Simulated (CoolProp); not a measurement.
Saturated liquid density (kg/m³) of cyclopropane: the reference equation beside estimates from Tc = 125.5 °C, pc = 5.605 MPa, ω = 0.131. Rackett uses Z = 0.29056 − 0.08775 ω.

The numbers come from the reference Helmholtz-energy equation of state, Polt 1992 in CoolProp. This equation is an older, rougher fit; its heat capacities, sound speeds and derivatives of the liquid may be far off and weren't checked against measurements.

```
T (°C)  reference  Rackett  Peng-Robinson
------  ---------  -------  -------------
27.35       615.4    599.5          639.2
30.85       609.8    594.3          632.3
34.35       604.2    588.9          625.3
37.85       598.5    583.5          618.0
41.35       592.6    577.9          610.6
44.85       586.6    572.2          602.9
48.25       580.7    566.6          595.3
51.75       574.5    560.7          587.2
55.25       568.1    554.6          578.8
58.75       561.6    548.4          570.1
62.25       554.9    542.0          561.2
65.75       548.0    535.5          552.0
```

Absolute difference from the reference over all 12 rows, mean and median: Rackett 2.4 and 2.4 %, Peng-Robinson 2.5 and 2.6 %.
